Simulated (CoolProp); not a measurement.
1-butene at several states: density (kg/m³) from the reference equation and from simpler models built on Tc = 146.1 °C, pc = 40.06 bar, ω = 0.192; each cubic takes its own stable root.

Model: reference Helmholtz-energy equation of state, Lemmon 2005, in CoolProp. It is a short technical equation, of lower accuracy than the large ones.

```
T (°C)  p (bar)   phase   reference  van der Waals  Redlich-Kwong  Soave-Redlich-Kwong  Peng-Robinson
------  -------  ------  ----------  -------------  -------------  -------------------  -------------
-12.15     11.4  liquid  (withheld)          393.2     (withheld)           (withheld)          664.9
-82.65    0.191  liquid       708.2         0.6824     (withheld)           (withheld)     (withheld)
151.65    0.119     gas      0.1892         0.1892         0.1892               0.1892         0.1892
```

Fill in the missing entries.


- -12.15, reference: 633.6
- -12.15, Redlich-Kwong: 576.4
- -12.15, Soave-Redlich-Kwong: 588.8
- -82.65, Redlich-Kwong: 644.6
- -82.65, Soave-Redlich-Kwong: 650.5
- -82.65, Peng-Robinson: 731.0

At some of these states van der Waals gives the other phase, because its saturation line lies elsewhere.
